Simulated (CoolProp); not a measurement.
Values from CoolProp's reference Helmholtz-energy equation of state, Schmidt 1985.

### Question
For oxygen, give the phase and the cp (kJ/(kg K)), Joule-Thomson coefficient (K/MPa) at -104.65 °C and 0.0545 MPa; -104.65 °C and 0.642 MPa.

### Answer
- -104.65 °C and 0.0545 MPa: gas; cp 0.914, Joule-Thomson coefficient 7.42
- -104.65 °C and 0.642 MPa: gas; cp 0.958, Joule-Thomson coefficient 7.44
